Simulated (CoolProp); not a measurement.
Properties of n-hexane at several states (Tc = 507.8 K, pc = 30.44 bar, ω = 0.300).

Values from CoolProp's reference Helmholtz-energy equation of state, Thol 2019.

```json
[
 {"T (K)": "527.1", "p (bar)": "17.2", "phase": "gas", "cp (kJ/(kg K))": "2.871", "cv (kJ/(kg K))": "2.606", "speed of sound (m/s)": "186.9", "conductivity (mW/(m K))": "40.0", "fugacity coefficient": "0.8315"},
 {"T (K)": "586.9", "p (bar)": "0.257", "phase": "gas", "cp (kJ/(kg K))": "2.845", "cv (kJ/(kg K))": "2.748", "speed of sound (m/s)": "241.7", "conductivity (mW/(m K))": "47.0", "fugacity coefficient": "0.9982"},
 {"T (K)": "416.6", "p (bar)": "22.7", "phase": "liquid", "cp (kJ/(kg K))": "2.869", "cv (kJ/(kg K))": "2.231", "speed of sound (m/s)": "591.6", "conductivity (mW/(m K))": "92.3", "fugacity coefficient": "0.2669"},
 {"T (K)": "203.7", "p (bar)": "0.11", "phase": "liquid", "cp (kJ/(kg K))": "1.994", "cv (kJ/(kg K))": "1.519", "speed of sound (m/s)": "1526", "conductivity (mW/(m K))": "155", "fugacity coefficient": "0.002782"}
]
```

Thermal conductivity comes from a separate model (Assael 2013).
